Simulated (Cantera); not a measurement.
Input: 1 mol SiO₂, 2.3 mol C, 0.46 mol CO, at 64.0 mbar.

Cantera equilibrium calculation (NASA polynomials, part measured and part estimated; ideal gas, pure solids and liquids). Candidate condensed phases: C, Si, SiC, SiO₂; 20 gas species. Rates play no part. All values below are at 1075 K.

Base state: CO 0.991, CO₂ 0.00855 (mole fractions); condensed: C(graphite) + SiO₂(β-quartz).

Task: What changes in the equilibrium state with this change: pressure from 64.0 mbar to 1 atm?

Result: 
| species | before | after |
|---|---|---|
| CO | 0.991 | 0.891 |
| CO₂ | 0.00855 | 0.109 |
| C(graphite), mol | 2.30 | 2.35 |
| SiO₂(β-quartz), mol | 1.00 | 1.00 |
